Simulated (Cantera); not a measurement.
A perfectly stirred reactor is fed with 27.8 % NH₃, 72.2 % H₂, at 1.50 bar; it is held at 1798 K, and followed from long to short residence time.

Cantera simulation using the gas-phase N/H chemistry of the illustrative SiF4/NH3 mechanism in the Surface Chemkin manual (1991); the numbers are that mechanism's predictions, not measurements. Walls and surfaces, which speed up NH3 decomposition in real reactors, are not modelled.

Q: Predict: x(NH₃) at τ = 0.490 s; x(H₂) at τ = 0.490 s; x(NH) at τ = 0.490 s; x(N) at τ = 0.490 s; x(N₂) at τ = 0.490 s; x(NH₃) at τ = 19.0 ms; x(H₂) at τ = 19.0 ms; x(NH) at τ = 19.0 ms; x(N) at τ = 19.0 ms; x(N₂) at τ = 19.0 ms.

A: 
| Property | Result |
|---|---|
| x(NH₃) at τ = 0.490 s | 0.152 |
| x(H₂) at τ = 0.490 s | 0.799 |
| x(NH) at τ = 0.490 s | 1.05e-6 |
| x(N) at τ = 0.490 s | 5.07e-8 |
| x(N₂) at τ = 0.490 s | 0.0492 |
| x(NH₃) at τ = 19.0 ms | 0.267 |
| x(H₂) at τ = 19.0 ms | 0.729 |
| x(NH) at τ = 19.0 ms | 1.41e-6 |
| x(N) at τ = 19.0 ms | 5.96e-8 |
| x(N₂) at τ = 19.0 ms | 0.00425 |
